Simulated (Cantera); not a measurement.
**Ignition delay**

Mixture: CH4 : O2 : N2 = 1 : 2.3 : 8.64 (molar parts), equivalence ratio 0.87, at 0.987 atm, adiabatic and at constant volume. Ignition delay is the time to a rise of 400 K.

Cantera simulation using GRI-Mech 3.0 (53 species, 325 reactions); the numbers are that mechanism's predictions, not measurements.

```
T0 (K)  delay (ms)
------  ----------
1050           424
1150          85.5
1250          20.2
1350          5.55
1450          1.77
1550         0.660
1650         0.288
```

The apparent activation energy between 1450 and 1650 K is 180 kJ/mol.
